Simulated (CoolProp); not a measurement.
A simple Rankine cycle with R141b: condensing at 298.15 K, boiler at 2.8 MPa, turbine inlet 499 K, turbine efficiency 0.9, pump efficiency 0.7, no recuperator. Each further row changes one setting.

The numbers come from the reference Helmholtz-energy equation of state, Lemmon 2006 in CoolProp. It is a short technical equation, of lower accuracy than the large ones.

```csv
case,thermal efficiency (%),net work (kJ/kg),heat in (kJ/kg),turbine exit temperature (K),volume ratio over the turbine
as stated,22.9,86.1,375,374.6,34.0
condensing temperature 290.15 K,24.2,93.1,385,366.1,45.3
boiler pressure 1.96 MPa,21.3,82.4,386,391.1,22.7
turbine efficiency 0.8,20.3,76.2,375,385.9,35.1
```
